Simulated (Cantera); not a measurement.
**Thermodynamics of oxide etching and cleaning by halides, feed SiO₂ + HF**

Feed: 1 mol SiO₂, 21 mol HF, at 33.0 Pa.

Cantera equilibrium calculation (NASA polynomials, part measured and part estimated; ideal gas, pure solids and liquids). Candidate condensed phases: H₂O, Si, SiO₂; 38 gas species. The tables' values for SiF₃ are old estimates; treat these amounts as uncertain. The tables hold silica as quartz up to 1696 K and as liquid above; real silica turns to tridymite and cristobalite and melts near 1996 K. Kinetics and transport are ignored.

From 525 °C to 750 °C nothing is condensed. From 825 °C to 1275 °C the condensed part is SiO₂(β-quartz). The main Si-bearing gas is SiF₄ throughout.

```csv
T (°C),log p HF,log p H₂O,log p SiF₄,log p H₂,log p O₂,n SiO₂(β-quartz)
525,-3.55,-4.48,-4.78,-11.77,-12.07,0
600,-3.55,-4.48,-4.78,-10.84,-11.15,0
675,-3.55,-4.48,-4.78,-10.06,-10.37,0
750,-3.55,-4.48,-4.78,-9.40,-9.71,0
825,-3.54,-4.57,-4.87,-8.87,-9.19,0.170
900,-3.53,-4.66,-4.96,-8.43,-8.75,0.327
975,-3.52,-4.75,-5.05,-8.04,-8.36,0.444
1050,-3.51,-4.82,-5.12,-7.70,-8.02,0.533
1125,-3.51,-4.90,-5.20,-7.39,-7.72,0.602
1200,-3.50,-4.96,-5.26,-7.12,-7.45,0.655
1275,-3.50,-5.02,-5.32,-6.87,-7.20,0.697
```
log p: log10 of the partial pressure in bar; n: condensed amount in mol.
